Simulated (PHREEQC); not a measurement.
A solution holds 0.058 mol H2SO4, 0.0076 mol CuSO4 and 7.4e-05 mol KCl per kg of water, at 75 °C. Closed to the air; pH follows from the charge balance.

All values are PHREEQC results (ion-association model, phreeqc.dat), not measurements.

No solid was allowed to form.

Q: Order these S species by the share of S that they hold, largest first: CuSO4, SO4-2, HSO4-.

A: HSO4- (86 %), SO4-2 (11 %), CuSO4 (2.5 %)

The pH is 1.31 and the ionic strength 0.0845 mol/kgw. Constants without temperature data keep their 25 °C values here.
